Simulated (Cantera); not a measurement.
A closed system holds: 1 mol AlN, 5.2 mol NF3, equilibrated at 0.490 bar.

Cantera equilibrium calculation (NASA polynomials, part measured and part estimated; ideal gas, pure solids and liquids). Candidate condensed phases: Al, AlF3, AlN; 14 gas species. Equilibrium is a limit: real reactors are often held back by kinetics, nucleation or transport. All values below are at 1250 °C.

Base state: F 0.720, N2 0.191, AlF3 0.0609, F2 0.0279, Al2F6 0.000344 (mole fractions); condensed: gas only.

Task: What changes in the equilibrium state with this change: AlN replaced by BN?

Result: 
```csv
species,before,after
F,0.720,0.720
N2,0.191,0.191
BF3,0,0.0616
AlF3,0.0609,0
Al2F6,0.000344,0
F2,0.0279,0.0279
```
Further candidate phases: B, BN.
